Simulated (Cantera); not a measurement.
A perfectly stirred reactor is fed with CH₄ : O₂ : N₂ : H₂O = 1 : 1.54 : 5.78 : 0.17 (molar parts), equivalence ratio 1.3, at 0.434 atm; it is adiabatic with a 400 K inlet, and is followed from long to short residence time, starting on the burning branch (τ in s: 0.026, 0.012, 0.0056, 0.0026, 0.0012, 0.00055, 0.00026, 0.00012, 5.5e-05, 2.5e-05, 1.2e-05).

Detailed kinetics in Cantera: GRI-Mech 3.0 (53 species, 325 reactions).

Question: What does this change do: O2 1.54 to 1.2 parts?

Answer: 
| quantity | before | after |
|---|---|---|
| blow-out, bracketed by the residence times tried | burning at 0.550 ms, out at 0.260 ms | burning at 12.0 ms, out at 5.60 ms |
| x(CH₄) at τ = 26.0 ms | 3.58e-5 | 0.00855 |
| x(O₂) at τ = 26.0 ms | 0.000582 | 0.00447 |
| x(H₂O) at τ = 26.0 ms | 0.193 | 0.160 |
| x(CO₂) at τ = 26.0 ms | 0.0530 | 0.0319 |
| x(N₂O) at τ = 26.0 ms | 1.53e-8 | 1.65e-9 |
| x(CH₄) at τ = 0.550 ms | 0.000808 | 0.123 |
| x(O₂) at τ = 0.550 ms | 0.00662 | 0.147 |
| x(H₂O) at τ = 0.550 ms | 0.186 | 0.0209 |
| x(CO₂) at τ = 0.550 ms | 0.0464 | <1e-12 |
| x(N₂O) at τ = 0.550 ms | 2.76e-8 | <1e-12 |
